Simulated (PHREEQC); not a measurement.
0.5 mol of Zn5(OH)8Cl2 (Zn5(OH)8Cl2) is brought to equilibrium with 1 kg of water holding 0.042 mol MgCl2, with rising amounts of RbCl, at 25 °C. Oxygen is held at 0.21 atm. CO2 from the air is kept out. Solids allowed: Zn5(OH)8Cl2, Brucite, Zincite(c). Others were left out.

Equilibrium calculation in PHREEQC: ion-association model, wateq4f.dat.

### Question
Predict pH, dissolved Zn (mol/kgw), Zincite(c) (mol) at RbCl added (mol) = 0.0625, 0.104, 0.167, 0.229.

### Answer
| RbCl added (mol) | pH | dissolved Zn (mol/kgw) | Zincite(c) (mol) |
|---|---|---|---|
| 0.0625 | 7.62 | 0.000292 | 0.00111 |
| 0.104 | 7.72 | 0.000208 | 0.000776 |
| 0.167 | 7.83 | 0.000144 | 0.000519 |
| 0.229 | 7.91 | 0.000111 | 0.000385 |
